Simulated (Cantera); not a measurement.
# Equilibrium for carbon deposition, reforming and gasification: C2H5OH + O2

Input: 1 mol C2H5OH, 0.11 mol O2, held at 52500 Torr.

Equilibrium computed with Cantera from the NASA thermochemical tables; the gas is ideal and each condensed phase is pure. Candidate condensed phases: C, C6H6, C7H8, C8H18, H2O; 110 gas species. The ideal-gas law is rough above about 30 bar. Kinetics and transport are ignored.

From 2050 °C to 2550 °C the condensed part is C(graphite). The main C-bearing gas is CO throughout. The share of C in condensed phases is highest at 2050 °C (36.1 %) and lowest at 2550 °C (27.5 %).

| T (°C) | x H2 | x CO | x C2H2 (acetylene) | x H | x CH4 | x CH3 | n C(graphite) |
|---|---|---|---|---|---|---|---|
| 2050 | 0.697 | 0.291 | 0.00337 | 0.00109 | 0.00696 | 0.000203 | 0.722 |
| 2100 | 0.697 | 0.290 | 0.00428 | 0.00139 | 0.00634 | 0.000234 | 0.716 |
| 2150 | 0.696 | 0.290 | 0.00538 | 0.00177 | 0.00578 | 0.000269 | 0.708 |
| 2200 | 0.695 | 0.290 | 0.00670 | 0.00222 | 0.00530 | 0.000306 | 0.699 |
| 2250 | 0.693 | 0.290 | 0.00825 | 0.00277 | 0.00486 | 0.000347 | 0.687 |
| 2300 | 0.691 | 0.290 | 0.0101 | 0.00341 | 0.00447 | 0.000391 | 0.672 |
| 2350 | 0.689 | 0.290 | 0.0122 | 0.00418 | 0.00413 | 0.000437 | 0.654 |
| 2400 | 0.686 | 0.289 | 0.0147 | 0.00507 | 0.00381 | 0.000486 | 0.634 |
| 2450 | 0.682 | 0.289 | 0.0175 | 0.00611 | 0.00353 | 0.000538 | 0.609 |
| 2500 | 0.678 | 0.289 | 0.0207 | 0.00732 | 0.00326 | 0.000593 | 0.581 |
| 2550 | 0.673 | 0.289 | 0.0242 | 0.00870 | 0.00303 | 0.000649 | 0.549 |
x: gas mole fraction; n: condensed amount in mol.
